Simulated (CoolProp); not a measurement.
Model: reference Helmholtz-energy equation of state, Gao 2022, in CoolProp.

Q: Give the vapour pressure (MPa), liquid density (kg/m³), vapour density (kg/m³), enthalpy of vaporisation (kJ/kg) of saturated n-perfluorobutane at 36.95, 48.35, 71.35 °C.

A: 
```csv
T (°C),p (MPa),liquid density (kg/m³),vapour density (kg/m³),enthalpy of vaporisation (kJ/kg)
36.95,0.385,1450,40.8,83.4
48.35,0.531,1400,56.5,78.5
71.35,0.947,1280,106,66.5
```
